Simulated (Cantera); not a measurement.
Input (Python, Cantera) and output of one run.

```python
import numpy as np
import cantera as ct

gas_names = """
    C CH CH2 CH3 CH2OH CH3O CH4 CH3OH CO CO2 COOH C2 C2H CHCO,ketyl C2H2,acetylene C2H2,vinylidene
    CH2CO,ketene C2H3,vinyl CH3CO,acetyl C2H4 C2H4O,ethylen CH3CHO,ethanal CH3COOH (HCOOH)2 C2H5 C2H6
    CH3OCH3 C2H5OH C2O C3 C3H3,propargyl C3H4,allene C3H4,propyne C3H4,cyclo- C3H5,allyl C3H6,propylene
    C3H6,cyclo- C3H6O C3H7,n-propyl C3H7,i-propyl C3H8 C3H8O,1propanol C3H8O,2propanol C3O2 C4 C4H2
    C4H4,1,3-cyclo- C4H6,butadiene C4H6,2-butyne C4H6,cyclo- C4H8,1-butene C4H8,cis2-buten
    C4H8,tr2-butene C4H8,isobutene C4H8,cyclo- (CH3COOH)2 C4H9,n-butyl C4H9,i-butyl C4H9,s-butyl
    C4H9,t-butyl C4H10,isobutane C4H10,n-butane C5 C5H6,1,3cyclo- C5H8,cyclo- C5H10,1-pentene
    C5H10,cyclo- C5H11,pentyl C5H11,t-pentyl C5H12,n-pentane C5H12,i-pentane CH3C(CH3)2CH3 C6H2
    C6H5,phenyl C6H5O,phenoxy C6H6 C6H5OH,phenol C6H10,cyclo- C6H12,1-hexene C6H12,cyclo- C6H13,n-hexyl
    C7H7,benzyl C7H8 C7H8O,cresol C7H14,1-heptene C7H15,n-heptyl C7H16,n-heptane C8H8,styrene
    C8H10,ethylbenz C8H16,1-octene C8H17,n-octyl C8H18,isooctane C8H18,n-octane C9H19,n-nonyl
    C10H8,naphthale C10H21,n-decyl C12H9,o-bipheny C12H10,bipheny H HCO HO2 H2 HCHO,formaldehy HCOOH H2O
    H2O2 O OH O2 O3
""".split()
cond_names = """
    C(gr) C6H6(L) C7H8(L) C8H18(L),n-octa H2O(s) H2O(L)
""".split()


def load(file, names, dense=False):
    # The tables refer to 1 bar. Condensed volumes are neglected.
    table = {s.name: s for s in ct.Species.list_from_file(file)}
    out = []
    for n in names:
        d = dict(table[n].input_data)
        d["thermo"] = dict(d["thermo"], **{"reference-pressure": 1e5})
        if dense:
            d["equation-of-state"] = {"model": "constant-volume", "density": "1e6 g/cm^3"}
        out.append(ct.Species.from_dict(d))
    return out


gas = ct.Solution(thermo="ideal-gas", species=load("nasa_gas.yaml", gas_names))
cond = {s.name: ct.Solution(thermo="fixed-stoichiometry", species=[s], name=s.name)
        for s in load("nasa_condensed.yaml", cond_names, dense=True)}
atoms = {
    'C3H6': {'C': 3, 'H': 6},
    'O2': {'O': 2},
    'H2': {'H': 2},
}
top_T = {'C(gr)': 4500}  # K; cautious upper limits of use, not melting points


def equilibrate(T, P, feed):
    n = {}
    for name, mol in feed.items():
        for a, k in atoms[name].items():
            n[a] = n.get(a, 0.0) + k * mol
    gas.TPX = T, P, n
    mass = sum(n.values()) * gas.mean_molecular_weight
    gas.equilibrate("TP")
    valid = [c for c in cond.values() if c.min_temp <= T <= top_T.get(c.name, c.max_temp)]
    mix = ct.Mixture([(gas, mass / gas.mean_molecular_weight)] + [(c, 0.0) for c in valid])
    mix.T, mix.P = T, P
    mix.equilibrate("TP", solver="vcs", rtol=1e-11, max_steps=5000)
    return mix


results = []
feed = {'C3H6': 1, 'O2': 0.056, 'H2': 98}  # mol
T = 1625  # K
for P in [10, 72, 520, 3700, 27000, 190000, 1400000, 10000000]:
    mix = equilibrate(T, P, feed)
    results.append((T, P, feed, dict(zip(mix.species_names, mix.species_moles))))

top = {s: max(r[3][s] / sum(r[3][g] for g in gas_names) for r in results) for s in gas_names}
cols = sorted((s for s in top if top[s] > 1e-06), key=lambda s: -top[s])[:6]
seen = [c for c in cond_names if any(r[3].get(c, 0) > 1e-12 for r in results)]
print("log10 of partial pressures in bar; condensed amounts in mol")
print(f"{'P/Pa':>10s}" + "".join(f"{s[:9]:>10s}" for s in cols + seen))
for T, P, feed, n in results:
    ng = sum(n[g] for g in gas_names)
    print(f"{P:10.4g}" + "".join(f"{np.log10(max(n[s] / ng * P / 1e5, 1e-99)):10.3f}" for s in cols)
          + "".join(f"{n.get(c, 0):10.4g}" for c in seen))
```

Result:

```
log10 of partial pressures in bar; condensed amounts in mol
      P/Pa        H2       CH4         H        CO       H2O      C2H4     C(gr)
        10    -4.004   -10.840    -6.153    -6.957   -14.087   -13.503     2.881
        72    -3.144    -9.121    -5.724    -6.099   -12.369   -11.785     2.881
       520    -2.285    -7.402    -5.294    -5.240   -10.651   -10.066      2.88
      3700    -1.432    -5.697    -4.868    -4.387    -8.946    -8.361     2.875
   2.7e+04    -0.569    -3.971    -4.436    -3.524    -7.220    -6.635     2.841
   1.9e+05     0.277    -2.278    -4.013    -2.676    -5.525    -4.942       2.6
   1.4e+06     1.137    -0.559    -3.583    -1.805    -3.794    -3.222     0.916
     1e+07     1.986     0.472    -3.158    -1.069    -1.541    -2.859         0
```

These are equilibrium values from Cantera (NASA tables, ideal gas, pure condensed phases), not measurements of a reactor. The ideal-gas law is rough above about 30 bar.
